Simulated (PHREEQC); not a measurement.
HCl is added in steps, without added water, to 1 kg of water holding 0.0034 mol NaHSO4 and 0.1 mol Na2HPO4, at 25 °C. Oxygen is held at 0.21 atm. The system is closed to CO2. Solids allowed: Halite, Mirabilite. Others were left out.

Base run: PHREEQC, ion-association model, wateq4f.dat. Each further column changes one thing. The table gives pH.

```tsv
HCl added (mol)	base	Na2HPO4 left out	temperature from 25 to 55 °C	temperature from 25 to 50 °C	no solid may form
0	8.17	…	8.08	8.10	8.17
0.02975	7.04	1.57	6.95	6.97	7.04
0.05525	6.59	1.32	6.51	6.52	6.59
0.085	5.87	1.15	5.79	5.80	5.87
0.1148	2.75	…	2.87	2.85	2.75
0.1403	2.26	…	2.37	2.36	2.26
0.17	1.90	…	1.99	1.98	1.90
```

**Question.** Some entries are withheld; supply them.

**Answer.** 
- 0, Na2HPO4 left out: 2.58
- 0.1148, Na2HPO4 left out: 1.02
- 0.1403, Na2HPO4 left out: 0.94
- 0.17, Na2HPO4 left out: 0.86

H3PO4, which wateq4f.dat lacks, is added to it with the constant of phreeqc.dat.  Constants without temperature data keep their 25 °C values here.
